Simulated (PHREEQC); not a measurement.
Dissolve 11 mmol/kgw NaF at 30 °C. Closed to the air; pH follows from the charge balance.

Equilibrium calculation in PHREEQC: ion-association model, wateq4f.dat.

No solid was allowed to form.

Q: Predict the pH.

A: pH 7.52.
